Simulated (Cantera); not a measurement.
What does this Cantera script print?

```python
import numpy as np
import cantera as ct

gas = ct.Solution("gri30.yaml", transport_model="mixture-averaged")
show = ['CO2', 'NO', 'NH3']

rows = []
print(f"{'T/K':>7s}{'rho':>11s}{'cp':>10s}{'mu':>11s}{'lambda':>11s}{'Pr':>7s}" + "".join(f"{'D_' + s:>11s}" for s in show))
for T in [400, 600, 800, 1000, 1200, 1400]:
    gas.TPX = T, 13332, {'NO': 0.28}
    Pr = gas.cp_mass * gas.viscosity / gas.thermal_conductivity
    D = [gas.mix_diff_coeffs_mole[gas.species_index(s)] for s in show]
    rows.append([gas.density, gas.cp_mass, gas.viscosity, gas.thermal_conductivity, Pr, *D])
    print(f"{T:7g}{gas.density:11.4e}{gas.cp_mass:10.1f}{gas.viscosity:11.4e}"
          f"{gas.thermal_conductivity:11.4e}{Pr:7.3f}" + "".join(f"{d:11.4e}" for d in D))
print("SI units: kg/m3, J/kg/K, Pa s, W/m/K, m2/s")
```

Output:

```
    T/K        rho        cp         mu     lambda     Pr      D_CO2       D_NO      D_NH3
    400 1.2028e-01     998.6 2.3120e-05 3.2415e-02  0.712 1.9834e-04 5.0703e-02 2.8684e-04
    600 8.0190e-02    1040.9 3.0618e-05 4.5123e-02  0.706 4.0495e-04 1.0350e-01 6.0233e-04
    800 6.0142e-02    1092.2 3.7097e-05 5.7252e-02  0.708 6.6363e-04 1.6965e-01 1.0017e-03
   1000 4.8114e-02    1132.7 4.2948e-05 6.8643e-02  0.709 9.6867e-04 2.4769e-01 1.4747e-03
   1200 4.0095e-02    1159.2 4.8363e-05 7.9343e-02  0.707 1.3163e-03 3.3663e-01 2.0145e-03
   1400 3.4367e-02    1181.0 5.3449e-05 8.9432e-02  0.706 1.7037e-03 4.3578e-01 2.6164e-03
SI units: kg/m3, J/kg/K, Pa s, W/m/K, m2/s
```

Cantera simulation using GRI-Mech 3.0 (53 species, 325 reactions); the numbers are that mechanism's predictions, not measurements. The composition is frozen, though it would react at the higher temperatures.
